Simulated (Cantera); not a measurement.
Source: NASA polynomial tables (part measured, part estimated), evaluated in Cantera. Values are per mole of reaction as written; species without (g) are pure solids or liquids, kept so even where they would boil at 1 bar.

Problem. Between 300 and 1900 K, where is each reaction favourable under standard conditions?
- 2 NF₃(g) + 2 NO₂(g) → 4 NO(g) + 3 F₂(g)
- 6 NO(g) → 3 N₂(g) + 2 O₃(g)
- 3 F(g) + NO(g) → NF₃(g) + O(g)

Solution. 
- 2 NF₃(g) + 2 NO₂(g) → 4 NO(g) + 3 F₂(g): ΔG° is 425 kJ at 300 K and -291 kJ at 1900 K; it changes sign between 300 and 1700 K. ΔH° is 537 kJ and ΔS° 436 J/K at 1900 K.
- 6 NO(g) → 3 N₂(g) + 2 O₃(g): ΔG° is -201 kJ at 300 K and 137 kJ at 1900 K; it changes sign between 300 and 1700 K. ΔH° is -255 kJ and ΔS° -206 J/K at 1900 K.
- 3 F(g) + NO(g) → NF₃(g) + O(g): ΔG° is -132 kJ at 300 K and 303 kJ at 1900 K; it changes sign between 300 and 1700 K. ΔH° is -210 kJ and ΔS° -270 J/K at 1900 K.
